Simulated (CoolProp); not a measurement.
Vapour-liquid equilibrium of carbon dioxide (1) + carbonyl sulfide (2) at -42.55 °C; x and y are mole fractions of (1).

Model: multi-fluid Helmholtz-energy mixture model, Span 1996 and Lemmon 2006; pair parameters Bell 2016, in CoolProp.

Question: Give the bubble pressure and the first vapour's composition at x = 0.275, 0.575, 0.65. Is there an azeotrope?

Answer: x = 0.275: 0.4736 MPa, y = 0.752; x = 0.575: 0.6747 MPa, y = 0.870; x = 0.65: 0.7156 MPa, y = 0.890. No azeotrope shows between x = 0.05 and 0.95.

The pair parameters rest on a limited set of measurements; away from them the model extrapolates.
